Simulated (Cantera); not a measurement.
Cantera run:

```python
import numpy as np
import cantera as ct

gas_names = """
    C CH CH2 CH3 CH2OH CH3O CH4 CH3OH CN CO CO2 COOH C2 C2H CHCO,ketyl C2H2,acetylene C2H2,vinylidene
    CH2CO,ketene C2H3,vinyl CH3CN CH3CO,acetyl C2H4 C2H4O,ethylen CH3CHO,ethanal CH3COOH (HCOOH)2 C2H5
    C2H6 CH3OCH3 C2H5OH CCN CNC C2N2 C2O C3 C3H3,propargyl C3H4,allene C3H4,propyne C3H4,cyclo-
    C3H5,allyl C3H6,propylene C3H6,cyclo- C3H6O C3H7,n-propyl C3H7,i-propyl C3H8 C3H8O,1propanol
    C3H8O,2propanol C3O2 C4 C4H2 C4H4,1,3-cyclo- C4H6,butadiene C4H6,2-butyne C4H6,cyclo- C4H8,1-butene
    C4H8,cis2-buten C4H8,tr2-butene C4H8,isobutene C4H8,cyclo- (CH3COOH)2 C4H9,n-butyl C4H9,i-butyl
    C4H9,s-butyl C4H9,t-butyl C4H10,isobutane C4H10,n-butane C4N2 C5 C5H6,1,3cyclo- C5H8,cyclo-
    C5H10,1-pentene C5H10,cyclo- C5H11,pentyl C5H11,t-pentyl C5H12,n-pentane C5H12,i-pentane
    CH3C(CH3)2CH3 C6H2 C6H5,phenyl C6H5O,phenoxy C6H6 C6H5OH,phenol C6H10,cyclo- C6H12,1-hexene
    C6H12,cyclo- C6H13,n-hexyl C7H7,benzyl C7H8 C7H8O,cresol C7H14,1-heptene C7H15,n-heptyl
    C7H16,n-heptane C8H8,styrene C8H10,ethylbenz C8H16,1-octene C8H17,n-octyl C8H18,isooctane
    C8H18,n-octane C9H19,n-nonyl C10H8,naphthale C10H21,n-decyl C12H9,o-bipheny C12H10,bipheny H HCN HCO
    HCCN HNC HNCO HNO HNO2 HNO3 HO2 H2 HCHO,formaldehy HCOOH H2O H2O2 N NCO NH NH2 NH3 NH2OH NO NO2 NO3
    N2 N2H2 N2H4 N2O O OH O2 O3
""".split()
cond_names = """
    C(gr) C6H6(L) C7H8(L) C8H18(L),n-octa H2O(s) H2O(L)
""".split()


def load(file, names, dense=False):
    # The tables refer to 1 bar. Condensed volumes are neglected.
    table = {s.name: s for s in ct.Species.list_from_file(file)}
    out = []
    for n in names:
        d = dict(table[n].input_data)
        d["thermo"] = dict(d["thermo"], **{"reference-pressure": 1e5})
        if dense:
            d["equation-of-state"] = {"model": "constant-volume", "density": "1e6 g/cm^3"}
        out.append(ct.Species.from_dict(d))
    return out


gas = ct.Solution(thermo="ideal-gas", species=load("nasa_gas.yaml", gas_names))
cond = {s.name: ct.Solution(thermo="fixed-stoichiometry", species=[s], name=s.name)
        for s in load("nasa_condensed.yaml", cond_names, dense=True)}
atoms = {
    'CH4': {'C': 1, 'H': 4},
    'O2': {'O': 2},
    'N2': {'N': 2},
}
top_T = {'C(gr)': 4500}  # K; cautious upper limits of use, not melting points


def equilibrate(T, P, feed):
    n = {}
    for name, mol in feed.items():
        for a, k in atoms[name].items():
            n[a] = n.get(a, 0.0) + k * mol
    gas.TPX = T, P, n
    mass = sum(n.values()) * gas.mean_molecular_weight
    gas.equilibrate("TP")
    valid = [c for c in cond.values() if c.min_temp <= T <= top_T.get(c.name, c.max_temp)]
    mix = ct.Mixture([(gas, mass / gas.mean_molecular_weight)] + [(c, 0.0) for c in valid])
    mix.T, mix.P = T, P
    mix.equilibrate("TP", solver="vcs", rtol=1e-11, max_steps=5000)
    return mix


results = []
feed = {'CH4': 1, 'O2': 0.18, 'N2': 24}  # mol
T = 2600  # K
P = 600000  # Pa
mix = equilibrate(T, P, feed)
results.append((T, P, feed, dict(zip(mix.species_names, mix.species_moles))))
x = sorted(zip(gas.X, gas.species_names), reverse=True)
print(f"T = {T:g} K  P = {P:g} Pa  gas = {mix.phase_moles(0):.4g} mol")
print("   x: " + "  ".join(f"{s} {v:.3e}" for v, s in x if v > 1e-05))
print("   condensed (mol): " + ("  ".join(f"{mix.phase(i).name} {mix.phase_moles(i):.4g}"
      for i in range(1, mix.n_phases) if mix.phase_moles(i) > 1e-12) or "none"))
```

Result:

```
T = 2600 K  P = 600000 Pa  gas = 26.41 mol
   x: N2 8.974e-01  H2 6.180e-02  HCN 1.961e-02  CO 1.363e-02  H 3.896e-03  HNC 2.565e-03  C2H2,acetylene 8.574e-04  C2N2 1.061e-04  CN 8.191e-05
   condensed (mol): none
```

These are equilibrium values from Cantera (NASA tables, ideal gas, pure condensed phases), not measurements of a reactor.
